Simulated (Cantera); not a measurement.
An adiabatic, constant-volume homogeneous reactor starts with CH₄ : C₂H₆ : O₂ : N₂ = 1 : 0.04 : 0.973 : 3.66 (molar parts), at 1225 K and 10.0 bar.

Computed with Cantera and GRI-Mech 3.0 (53 species, 325 reactions).

Question: Predict: time of steepest temperature rise; temperature at 0.100 s; equilibrium temperature; x(CH₄) at 0.100 s; x(O₂) at 0.100 s; x(N₂O) at 0.100 s; x(H₂O) at 0.100 s.

Answer: 
```
Quantity                                                             Value
---------------------------------  ---------------------------------------
time of steepest temperature rise                                  1.83 ms
temperature at 0.100 s                                              2508 K
equilibrium temperature                                             2508 K
x(CH₄) at 0.100 s                  1.81e-8 (gas-phase equilibrium 2.02e-8)
x(O₂) at 0.100 s                   5.22e-7 (gas-phase equilibrium 5.22e-7)
x(N₂O) at 0.100 s                  6.90e-9 (gas-phase equilibrium 6.90e-9)
x(H₂O) at 0.100 s                      0.112 (gas-phase equilibrium 0.112)
```
